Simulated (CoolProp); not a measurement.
Normal hydrogen at 412.66 K and 0.148 MPa flows at 0.084 m/s in a round tube of 10 mm bore and 1.5 µm roughness, fully developed (64/Re and Nu = 3.66 if laminar; Colebrook and Gnielinski if turbulent). Each further row changes one setting.

Values from CoolProp's reference Helmholtz-energy equation of state, Leachman 2009.

```csv
case,Reynolds number,Darcy friction factor,pressure drop (Pa/m),heat-transfer coefficient (W/(m² K)),mass flow (kg/h)
as stated,6.55,[?],[?],86.5,0.00206
velocity 0.168 m/s,13.1,4.89,[?],86.5,[?]
diameter 20 mm,13.1,4.89,[?],43.3,[?]
```

Problem. Some entries are withheld; supply them.

Solution. 
- as stated, Darcy friction factor: 9.77
- as stated, pressure drop (Pa/m): 0.300
- velocity 0.168 m/s, pressure drop (Pa/m): 0.599
- velocity 0.168 m/s, mass flow (kg/h): 0.00413
- diameter 20 mm, pressure drop (Pa/m): 0.0749
- diameter 20 mm, mass flow (kg/h): 0.00826

Viscosity comes from a separate model (Muzny 2013). Thermal conductivity comes from a separate model (Assael 2011).
